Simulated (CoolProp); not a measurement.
c-C4F8 (RC318) at several states: density (kg/m³) from the reference equation and from simpler models built on Tc = 115.2 °C, pc = 2.778 MPa, ω = 0.355; each cubic takes its own stable root.

Model: reference Helmholtz-energy equation of state, Platzer 1990, in CoolProp. This equation is an older, rougher fit; its heat capacities, sound speeds and derivatives of the liquid may be far off and weren't checked against measurements.

```tsv
T (°C)	p (MPa)	phase	reference
213.35	0.627	gas	32.06
-4.15	0.0409	gas	3.720
141.75	4.97	supercritical	789.2
```

Problem. How far does each simpler model (ideal gas, Soave-Redlich-Kwong) lie from the reference over these 3 states: mean and median of the absolute difference, and the worst?

Solution. 
- ideal gas: mean 22.8 %, median 3.3 %, worst -63.5 % at 141.75 °C and 4.97 MPa
- Soave-Redlich-Kwong: mean 4.5 %, median 0.1 %, worst -13.4 % at 141.75 °C and 4.97 MPa
